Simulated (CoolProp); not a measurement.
Vapour-liquid equilibrium of acetone (1) + ethanol (2) at 0.419 bar; x and y are mole fractions of (1).

Values from CoolProp's multi-fluid Helmholtz-energy mixture model, Lemmon 2006 and Schroeder 2014; pair parameters Bell 2016.

Task: Give the bubble temperature and the first vapour's composition at x = 0.15, 0.55, 0.85. Is there an azeotrope?

Result: x = 0.15: 321.3 K, y = 0.441; x = 0.55: 311.1 K, y = 0.782; x = 0.85: 307.2 K, y = 0.920. No azeotrope shows between x = 0.05 and 0.95.

The pair parameters rest on a limited set of measurements; away from them the model extrapolates.
